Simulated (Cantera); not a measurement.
What does this Cantera script print?

```python
import numpy as np
import cantera as ct

gas_names = """
    H HI HNO HNO2 HNO3 HO2 H2 H2O H2O2 I I2 N NH NH2 NH3 NH2OH NO NO2 NO3 N2 N2H2 N2H4 N2O O OH O2 O3
""".split()
cond_names = """
    H2O(s) H2O(L) I2(cr) I2(L)
""".split()


# ... load() reads the species with a 1 bar reference pressure and builds the phases ...
atoms = {
    'HI': {'H': 1, 'I': 1},
    'O2': {'O': 2},
    'N2': {'N': 2},
}
top_T = {}  # K; cautious upper limits of use, not melting points


# ... equilibrate(T, P, feed) seeds the gas with the atoms and calls Mixture.equilibrate('TP', solver="vcs", rtol=1e-11, max_steps=5000) ...
results = []
T = 3223.15  # K
P = 600000  # Pa
for m in [0.52, 0.88, 1.2, 1.6, 1.9, 2.3, 2.7, 3, 3.4, 3.7, 4.1]:
    feed = {'HI': 1, 'O2': m, 'N2': 7.9}  # mol
    mix = equilibrate(T, P, feed)
    results.append((T, P, feed, dict(zip(mix.species_names, mix.species_moles))))

top = {s: max(r[3][s] / sum(r[3][g] for g in gas_names) for r in results) for s in gas_names}
cols = sorted((s for s in top if top[s] > 1e-05), key=lambda s: -top[s])[:8]
seen = [c for c in cond_names if any(r[3].get(c, 0) > 1e-12 for r in results)]
print("log10 of partial pressures in bar; condensed amounts in mol")
print(f"{'n(O2)':>10s}" + "".join(f"{s[:9]:>10s}" for s in cols + seen))
for T, P, feed, n in results:
    ng = sum(n[g] for g in gas_names)
    print(f"{feed['O2']:10.4g}" + "".join(f"{np.log10(max(n[s] / ng * P / 1e5, 1e-99)):10.3f}" for s in cols)
          + "".join(f"{n.get(c, 0):10.4g}" for c in seen))
```

Output:

```
log10 of partial pressures in bar; condensed amounts in mol
     n(O2)        N2        O2         I        NO         O       H2O        OH         H
      0.52     0.676    -1.010    -0.225    -0.988    -1.141    -0.768    -1.047    -1.178
      0.88     0.657    -0.625    -0.240    -0.805    -0.949    -0.762    -0.949    -1.272
       1.2     0.641    -0.436    -0.254    -0.719    -0.854    -0.774    -0.907    -1.325
       1.6     0.621    -0.278    -0.270    -0.650    -0.776    -0.793    -0.877    -1.374
       1.9     0.608    -0.192    -0.282    -0.613    -0.733    -0.809    -0.864    -1.403
       2.3     0.590    -0.102    -0.298    -0.577    -0.687    -0.829    -0.851    -1.436
       2.7     0.573    -0.031    -0.313    -0.550    -0.652    -0.850    -0.844    -1.464
         3     0.561     0.014    -0.324    -0.534    -0.630    -0.865    -0.841    -1.483
       3.4     0.545     0.064    -0.338    -0.517    -0.604    -0.885    -0.838    -1.505
       3.7     0.533     0.097    -0.349    -0.506    -0.588    -0.900    -0.837    -1.521
       4.1     0.518     0.136    -0.362    -0.494    -0.569    -0.919    -0.837    -1.540
```

These are equilibrium values from Cantera (NASA tables, ideal gas, pure condensed phases), not measurements of a reactor.
